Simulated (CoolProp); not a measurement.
Properties of acetone along the isobar 0.101 MPa.

The numbers come from the reference Helmholtz-energy equation of state, Lemmon 2006 in CoolProp. It is a short technical equation, of lower accuracy than the large ones.

```tsv
T (K)	phase	expansivity (1/kK)	fugacity coefficient
202.2	liquid	1.201	0.0004316
218.2	liquid	1.217	0.002069
234.1	liquid	1.240	0.007691
250	liquid	1.272	0.02354
265.9	liquid	1.312	0.06152
281.8	liquid	1.362	0.1413
297.8	liquid	1.423	0.2929
313.7	liquid	1.498	0.5524
```
